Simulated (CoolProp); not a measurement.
Vapour-liquid equilibrium of ethylene (1) + n-butane (2) at 239.4 K; x and y are mole fractions of (1).

The numbers come from the multi-fluid Helmholtz-energy mixture model, Smukala 2000 and Bücker 2006; pair parameters Bell 2016 in CoolProp.

### Question
Give the bubble pressure and the first vapour's composition at x = 0.75, 0.85, 0.95. Is there an azeotrope?

### Answer
x = 0.75: 12.03 bar, y = 0.991; x = 0.85: 14.10 bar, y = 0.995; x = 0.95: 16.27 bar, y = 0.998. No azeotrope shows between x = 0.05 and 0.95.

The pair parameters rest on a limited set of measurements; away from them the model extrapolates. The gap from Raoult's law changes sign with composition, which may be real or a fault of the pair parameters; it wasn't checked against measurements.
